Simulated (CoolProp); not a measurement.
Values from CoolProp's reference Helmholtz-energy equation of state, Lemmon 2006. It is a short technical equation, of lower accuracy than the large ones.

Give the vapour pressure (kPa), vapour density (kg/m³), enthalpy of vaporisation (kJ/kg), liquid cp (kJ/(kg K)) of saturated acetone at 341 K.


| T (K) | p (kPa) | vapour density (kg/m³) | enthalpy of vaporisation (kJ/kg) | liquid cp (kJ/(kg K)) |
|---|---|---|---|---|
| 341 | 149 | 3.27 | 488 | 2.27 |
